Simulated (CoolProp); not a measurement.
Vapour pressure (MPa) of R1224YDZ: the reference equation beside estimates from Tc = 428.7 K, pc = 3.334 MPa, ω = 0.325. Clausius-Clapeyron is anchored at 312.2 K with a constant enthalpy of vaporisation of 23.36 kJ/mol.

Values from CoolProp's reference Helmholtz-energy equation of state, Akasaka 2023.

```csv
T (K),reference,Clausius-Clapeyron,Redlich-Kwong
266.9,0.04153,0.05135,(withheld)
273.3,0.05540,0.06571,0.1256
279.8,(withheld),(withheld),0.1568
286.3,0.09484,0.1048,0.1935
292.8,0.1215,0.1303,0.2361
299.3,0.1536,0.1605,0.2852
305.7,0.1913,0.1953,0.3403
312.2,0.2365,0.2365,0.4036
318.7,0.2895,(withheld),0.4750
325.2,0.3510,0.3389,0.5548
331.7,0.4220,(withheld),(withheld)
338.1,0.5020,(withheld),0.7403
344.6,0.5944,0.5512,0.8483
351.1,0.6990,0.6410,0.9667
357.6,0.8168,0.7413,1.096
```

Question: Complete the blanks.

Answer: 
- 266.9, Redlich-Kwong: 0.09961
- 279.8, reference: 0.07303
- 279.8, Clausius-Clapeyron: 0.08343
- 318.7, Clausius-Clapeyron: 0.2842
- 331.7, Clausius-Clapeyron: 0.4014
- 331.7, Redlich-Kwong: 0.6436
- 338.1, Clausius-Clapeyron: 0.4712

Absolute difference from the reference over all 15 rows, mean and median: Clausius-Clapeyron 8.1 and 7.2 %, Redlich-Kwong 76.7 and 70.7 %.
